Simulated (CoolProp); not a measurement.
The fluid at 298.15 K and 0.735 MPa is compressed adiabatically to 1.42 MPa with isentropic efficiency 0.9. The same conditions are run with several fluids, on thermodynamics alone (safety and materials aside).

Model: reference Helmholtz-energy equation of state of each fluid (CH2F2 (R32): Tillner-Roth 1997; R143a: Lemmon and Jacobsen 2000; sulfur hexafluoride: Guder 2009; CH3F (R41): Lemmon 2006; methane: Setzmann 1991), in CoolProp.

Problem. Rank CH2F2 (R32), R143a, sulfur hexafluoride, CH3F (R41), methane by work (kJ/kg), highest first.

Solution. methane (121), CH3F (R41) (53.5), CH2F2 (R32) (33.4), R143a (18.8), sulfur hexafluoride (11.4)

```csv
fluid,final temperature (K),final density (kg/m³)
CH2F2 (R32),343.0,29.1
R143a,326.5,54.6
sulfur hexafluoride,320.2,90.4
CH3F (R41),349.3,17.9
methane,352.0,7.88
```
